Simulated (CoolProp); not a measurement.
Vapour-liquid equilibrium of R125 (1) + R236EA (2) at 263.2 K; x and y are mole fractions of (1).

Values from CoolProp's multi-fluid Helmholtz-energy mixture model, Lemmon 2005 and Rui 2013; pair parameters Bell 2016.

| x | bubble pressure (kPa) | y at the bubble point | dew pressure at overall composition x (kPa) | liquid density (mol/L) |
|---|---|---|---|---|
| 0.05 | 72.61 | [?] | 52.44 | 10.15 |
| 0.2 | 138.2 | 0.695 | 61.35 | 10.36 |
| 0.35 | 201.6 | 0.823 | 73.87 | [?] |
| 0.5 | 264.2 | 0.891 | 92.70 | 10.79 |
| 0.65 | [?] | 0.934 | 124.2 | [?] |
| 0.8 | 391.9 | 0.967 | 186.6 | [?] |
| 0.95 | 459.7 | 0.992 | 356.1 | 11.32 |

What belongs in the gaps?


- 0.05, y at the bubble point: 0.337
- 0.35, liquid density (mol/L): 10.58
- 0.65, bubble pressure (kPa): 327.2
- 0.65, liquid density (mol/L): 10.99
- 0.8, liquid density (mol/L): 11.17

No azeotrope shows between x = 0.05 and 0.95.

Pair parameters are fitted to limited data, so mixtures are less certain than the pure fluids. The gap from Raoult's law changes sign with composition, which may be real or a fault of the pair parameters; it wasn't checked against measurements.
